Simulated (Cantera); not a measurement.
Input: 1 mol PbO, 0.41 mol CO, 0.44 mol H2, equilibrated at 13.3 mbar.

Equilibrium computed with Cantera from the NASA thermochemical tables; the gas is ideal and each condensed phase is pure. Candidate condensed phases: C, C6H6, C7H8, C8H18, H2O, Pb, PbO, PbO2, Pb3O4; 113 gas species. Each liquid is taken as pure. Mutual solubility and eutectic melting of coexisting phases are not modelled. Gases not in the tables: (PbO)n polymers. Equilibrium is a limit: real reactors are often held back by kinetics, nucleation or transport.

Question: Which condensed phases are stable at each of these points (T (K)): 775, 875, 975, 1075, 1175, 1275, 1375?

Answer: 
```csv
T (K),condensed phases,Pb condensed (%)
775,Pb(l) + PbO(yellow),100.0
875,Pb(l) + PbO(yellow),100.0
975,Pb(l) + PbO(yellow),99.9
1075,Pb(l) + PbO(yellow),99.5
1175,Pb(l) + PbO(l),96.9
1275,Pb(l) + PbO(l),83.4
1375,gas only,0.0
```

From 775 K to 1075 K the condensed part is Pb(l) + PbO(yellow). From 1175 K to 1275 K the condensed part is Pb(l) + PbO(l). At 1375 K nothing is condensed.
